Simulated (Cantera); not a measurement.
Cantera run:

```python
import numpy as np
import cantera as ct

gas_names = [...]  # 113 gases of nasa_gas.yaml made of C, Cu, H, O
cond_names = """
    C(gr) C6H6(L) C7H8(L) C8H18(L),n-octa Cu(cr) Cu(L) CuO(s) CuO2H2(s) Cu2O(s) Cu2O(L) H2O(s) H2O(L)
""".split()


# ... load() reads the species with a 1 bar reference pressure and builds the phases ...
atoms = {
    'Cu2O': {'Cu': 2, 'O': 1},
    'CH4': {'C': 1, 'H': 4},
    'CO': {'C': 1, 'O': 1},
}
top_T = {'C(gr)': 4500, 'CuO(s)': 1390}  # K; cautious upper limits of use, not melting points


# ... equilibrate(T, P, feed) seeds the gas with the atoms and calls Mixture.equilibrate('TP', solver="vcs", rtol=1e-11, max_steps=5000) ...
results = []
feed = {'Cu2O': 1, 'CH4': 0.58, 'CO': 0.72}  # mol
P = 11  # Pa
for T in [1148, 1348, 1548, 1748, 1948, 2148, 2348]:
    mix = equilibrate(T, P, feed)
    results.append((T, P, feed, dict(zip(mix.species_names, mix.species_moles))))

top = {s: max(r[3][s] / sum(r[3][g] for g in gas_names) for r in results) for s in gas_names}
cols = sorted((s for s in top if top[s] > 1e-06), key=lambda s: -top[s])[:9]
seen = [c for c in cond_names if any(r[3].get(c, 0) > 1e-12 for r in results)]
print("log10 of partial pressures in bar; condensed amounts in mol")
print(f"{'T/K':>10s}" + "".join(f"{s[:9]:>10s}" for s in cols + seen))
for T, P, feed, n in results:
    ng = sum(n[g] for g in gas_names)
    print(f"{T:10.4g}" + "".join(f"{np.log10(max(n[s] / ng * P / 1e5, 1e-99)):10.3f}" for s in cols)
          + "".join(f"{n.get(c, 0):10.4g}" for c in seen))
```

Result:

```
log10 of partial pressures in bar; condensed amounts in mol
       T/K        CO        Cu        H2         H       H2O       CO2         O        OH        O2    Cu(cr)     Cu(L)
      1148    -4.311    -8.565    -4.373    -9.331    -5.022    -5.033   -17.136   -12.204   -18.071         2         0
      1348    -4.296    -6.329    -4.395    -7.833    -4.944    -5.136   -13.642   -10.175   -14.506     1.989         0
      1548    -4.362    -4.745    -4.486    -6.755    -4.974    -5.295   -11.058    -8.719   -11.881         0     1.518
      1748    -4.537    -4.309    -4.687    -5.985    -5.131    -5.539    -9.064    -7.663    -9.858         0         0
      1948    -4.542    -4.317    -4.741    -5.317    -5.138    -5.582    -7.465    -6.758    -8.225         0         0
      2148    -4.565    -4.343    -4.889    -4.824    -5.258    -5.642    -6.172    -6.084    -6.914         0         0
      2348    -4.600    -4.396    -5.215    -4.516    -5.855    -5.999    -5.391    -5.920    -6.411         0         0
```

Cantera equilibrium calculation (NASA polynomials, part measured and part estimated; ideal gas, pure solids and liquids).
